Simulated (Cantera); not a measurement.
Charge: 1 mol Si2H6, 0.28 mol O2, 0.31 mol H2, at 1448.15 K and 5.00 Pa.

These are equilibrium values from Cantera (NASA tables, ideal gas, pure condensed phases), not measurements of a reactor. Candidate condensed phases: H2O, Si, SiO2; 18 gas species. The feed counts by its element totals alone. Rates play no part.

Base state: H2 0.854, SiO 0.145, H 0.00121, Si 5.87e-5 (mole fractions); condensed: Si(s).

What changes in the equilibrium state with this change: temperature from 1448.15 K to 573.15 K?


```
species               before  after
-------------------  -------  -----
H2                     0.854   1.00
SiO                    0.145  <1e-9
H                    0.00121  <1e-9
Si                   5.87e-5  <1e-9
Si(s), mol              1.44   1.72
SiO2(α-quartz), mol        0  0.280
```

What changes in the equilibrium state with this change: Si2H6 replaced by SiH4?


```
species      before    after
----------  -------  -------
H2            0.854    0.804
SiO           0.145    0.195
H           0.00121  0.00117
Si          5.87e-5  5.87e-5
Si(s), mol     1.44    0.440
```
